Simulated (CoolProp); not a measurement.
A single-stage vapour-compression cycle with R245ca: evaporating at 316.15 K (dew point), condensing at 381.15 K (bubble point), superheat 10 K, subcooling 8 K, compressor efficiency 0.8, no pressure losses. Each further row changes one setting.

Model: reference Helmholtz-energy equation of state, Zhou 2016, in CoolProp.

| case | cooling COP | pressure ratio | discharge temperature (K) | refrigerating effect (kJ/kg) | volumetric capacity (kJ/m³) |
|---|---|---|---|---|---|
| as stated | 2.87 | 5.81 | 381.8 | 120 | 1200 |
| evaporating temperature 321.15 K | 3.26 | 4.92 | 382.2 | 124 | 1450 |
| condensing temperature 376.15 K | 3.25 | 5.19 | 377.7 | 127 | 1280 |
| subcooling 13 K | 3.05 | 5.81 | 381.8 | 127 | 1280 |
| superheat 20 K | 2.97 | 5.81 | 391.3 | 129 | 1250 |
| compressor efficiency 0.7 | 2.51 | 5.81 | 386.6 | 120 | 1200 |
